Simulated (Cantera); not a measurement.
**Abatement and gas-phase synthesis: CO2 + H2 + O2**

Input: 1 mol CO2, a varied amount of H2, 0.35 mol O2, equilibrated at 3298 K and 100 Torr.

These are equilibrium values from Cantera (NASA tables, ideal gas, pure condensed phases), not measurements of a reactor. Candidate condensed phases: C, C6H6, C7H8, C8H18, H2O; 110 gas species. Kinetics and transport are ignored.

From 0.22 mol H2 to 7.3 mol H2 nothing is condensed. The main C-bearing gas is CO throughout.

| n(H2) (mol) | x H | x CO | x O | x H2 | x O2 | x OH | x H2O | x CO2 |
|---|---|---|---|---|---|---|---|---|
| 0.22 | 0.0928 | 0.351 | 0.295 | 0.00870 | 0.141 | 0.0466 | 0.0107 | 0.0541 |
| 0.36 | 0.133 | 0.329 | 0.272 | 0.0179 | 0.120 | 0.0615 | 0.0202 | 0.0468 |
| 0.6 | 0.187 | 0.299 | 0.239 | 0.0352 | 0.0922 | 0.0759 | 0.0350 | 0.0373 |
| 0.99 | 0.251 | 0.260 | 0.198 | 0.0638 | 0.0632 | 0.0845 | 0.0524 | 0.0269 |
| 1.6 | 0.321 | 0.216 | 0.153 | 0.104 | 0.0380 | 0.0837 | 0.0664 | 0.0173 |
| 2.7 | 0.399 | 0.164 | 0.106 | 0.161 | 0.0182 | 0.0719 | 0.0709 | 0.00908 |
| 4.4 | 0.464 | 0.118 | 0.0700 | 0.217 | 0.00792 | 0.0552 | 0.0632 | 0.00433 |
| 7.3 | 0.516 | 0.0797 | 0.0436 | 0.269 | 0.00307 | 0.0382 | 0.0487 | 0.00181 |
x: gas mole fraction; nothing condenses.
